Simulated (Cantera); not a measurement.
## Gas-phase reforming

An isothermal, constant-pressure homogeneous reactor starts with CH4 : H2O : N2 = 1 : 0.72 : 0.14 (molar parts), at 1550 K and 0.730 bar.

Computed with Cantera and GRI-Mech 3.0 (53 species, 325 reactions). GRI-Mech 3.0 stops at C3 and has no aromatics, soot or wall deposition, so with more carbon than oxygen in the feed, carbon stays in small species such as C2H2 where larger ones or solid carbon would form.

| t (s) | x CH4 | x H2O | x CH3 | x H2O2 | x H2 | x O2 |
|---|---|---|---|---|---|---|
| 3.00e-6 | 0.538 | 0.387 | 5.55e-6 | <1e-12 | 2.73e-6 | <1e-12 |
| 1.11e-5 | 0.538 | 0.387 | 2.08e-5 | <1e-12 | 1.04e-5 | <1e-12 |
| 4.12e-5 | 0.538 | 0.387 | 7.51e-5 | <1e-12 | 3.91e-5 | <1e-12 |
| 0.000152 | 0.537 | 0.387 | 0.000208 | <1e-12 | 0.000158 | <1e-12 |
| 0.000565 | 0.536 | 0.387 | 0.000324 | <1e-12 | 0.000729 | <1e-12 |
| 0.00209 | 0.531 | 0.387 | 0.000495 | <1e-12 | 0.00401 | <1e-12 |
| 0.00775 | 0.505 | 0.382 | 0.000583 | <1e-12 | 0.0258 | 7.48e-12 |
| 0.0287 | 0.424 | 0.361 | 0.000430 | <1e-12 | 0.106 | 1.27e-11 |
| 0.106 | 0.282 | 0.322 | 0.000262 | <1e-12 | 0.248 | 3.73e-12 |
| 0.394 | 0.133 | 0.273 | 0.000128 | <1e-12 | 0.403 | 1.34e-12 |
| 1.46 | 0.0636 | 0.214 | 6.63e-5 | <1e-12 | 0.503 | <1e-12 |
| 5.40 | 0.0533 | 0.131 | 5.26e-5 | <1e-12 | 0.577 | <1e-12 |
| 20.0 | 0.0433 | 0.0533 | 4.04e-5 | <1e-12 | 0.645 | <1e-12 |
x: mole fraction; the columns are a selection and need not sum to one.

Equilibrium at this temperature and pressure: CH4 0.0287, H2O 3.15e-6, CH3 2.58e-5, H2O2 <1e-12, H2 0.698, O2 <1e-12 (gas phase only).
